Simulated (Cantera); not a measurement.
Input: 1 mol Fe₂O₃, 23 mol HCl, held at 500 °C and 2.20e-5 bar.

Method: chemical equilibrium by Gibbs-energy minimisation in Cantera with the NASA 1993 tables (ideal gas, pure condensed phases). Candidate condensed phases: Fe, FeCl₂, FeCl₃, FeO, Fe(OH)₂, Fe(OH)₃, Fe₂O₃, Fe₃O₄, H₂O; 22 gas species. Condensed phases not in the tables: FeOCl. Kinetics and transport are ignored.

What is the equilibrium state?


```
Property                                   Value
-------------------------------------  ---------
x(HCl)                                     0.993
x(H₂O)                                   0.00391
x(FeCl₃)                                 0.00156
x(FeCl₂)                                 0.00105
x(Cl₂)                                  0.000512
x(Cl)                                    2.36e-5
n(Fe₂O₃(s))                            0.970 mol
gas amount                             22.98 mol
log10 activity of FeCl₂(s) (absent)        -3.18
log10 activity of Fe(α) (absent)          -11.70
log10 activity of Fe(OH)₂(s) (absent)     -14.05
```
